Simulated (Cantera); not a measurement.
A closed system holds: 1 mol Si(CH3)4, 0.047 mol HCl, 610 mol H2, at 1.33 mbar.

These are equilibrium values from Cantera (NASA tables, ideal gas, pure condensed phases), not measurements of a reactor. Candidate condensed phases: C, C6H6, C7H8, C8H18, Si, SiC; 109 gas species. Rates play no part. All values below are at 2050 K.

Base state: H2 0.937, H 0.0601, Si 0.00143, C2H2 (acetylene) 0.000995, SiC2 7.41e-5, HCl 7.04e-5, SiH 3.05e-5, Si2C 1.80e-5 (mole fractions); condensed: C(graphite).

**Question.** What changes in the equilibrium state with this change: pressure from 1.33 mbar to 0.330 bar?

**Answer.** 
```json
[
 {"species": "H2", "before": "0.937", "after": "0.995"},
 {"species": "H", "before": "0.0601", "after": "0.00394"},
 {"species": "C2H2 (acetylene)", "before": "0.000995", "after": "0.00106"},
 {"species": "Si", "before": "0.00143", "after": "1.54e-5"},
 {"species": "CH4", "before": "4.37e-7", "after": "0.000122"},
 {"species": "SiC2", "before": "7.41e-5", "after": "7.99e-7"},
 {"species": "C(graphite), mol", "before": "2.62", "after": "1.63"},
 {"species": "SiC(s), mol", "before": "0", "after": "0.980"}
]
```
